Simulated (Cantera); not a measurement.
**Stirred combustor or abatement burner**

A perfectly stirred reactor is fed with CH4 : O2 : N2 = 1 : 3.64 : 13.7 (molar parts), at 1.00 bar; it is adiabatic with a 350 K inlet, and is followed from long to short residence time, starting on the burning branch (τ in s: 0.056, 0.021, 0.0078, 0.0029, 0.0011, 0.00041, 0.00015, 5.7e-05, 2.1e-05).

Cantera simulation using GRI-Mech 3.0 (53 species, 325 reactions); the numbers are that mechanism's predictions, not measurements.

| τ (s) | T (K) | x CH4 | x O2 | x HO2 | x CH2CO | x CH3 | x OH | x CH2 |
|---|---|---|---|---|---|---|---|---|
| 0.056 | 1606 | 2.78e-5 | 0.0894 | 3.45e-6 | 5.80e-9 | 4.39e-6 | 0.000829 | 5.62e-8 |
| 0.021 | 1599 | 5.23e-5 | 0.0896 | 6.26e-6 | 1.26e-8 | 7.58e-6 | 0.00111 | 1.27e-7 |
| 0.0078 | 1586 | 0.000100 | 0.0900 | 1.12e-5 | 2.70e-8 | 1.30e-5 | 0.00144 | 2.75e-7 |
| 0.0029 | 1563 | 0.000202 | 0.0910 | 1.94e-5 | 6.09e-8 | 2.29e-5 | 0.00179 | 5.69e-7 |
| 0.0011 | 1518 | 0.000455 | 0.0933 | 3.37e-5 | 1.72e-7 | 4.35e-5 | 0.00198 | 1.13e-6 |
| 0.00041 | 350 | 0.0545 | 0.198 | <1e-12 | <1e-12 | <1e-12 | <1e-12 | <1e-12 |
| 0.00015 | 350 | 0.0545 | 0.198 | <1e-12 | <1e-12 | <1e-12 | <1e-12 | <1e-12 |
| 5.7e-5 | 350 | 0.0545 | 0.198 | <1e-12 | <1e-12 | <1e-12 | <1e-12 | <1e-12 |
| 2.1e-5 | 350 | 0.0545 | 0.198 | <1e-12 | <1e-12 | <1e-12 | <1e-12 | <1e-12 |
x: mole fraction; the columns are a selection and need not sum to one.
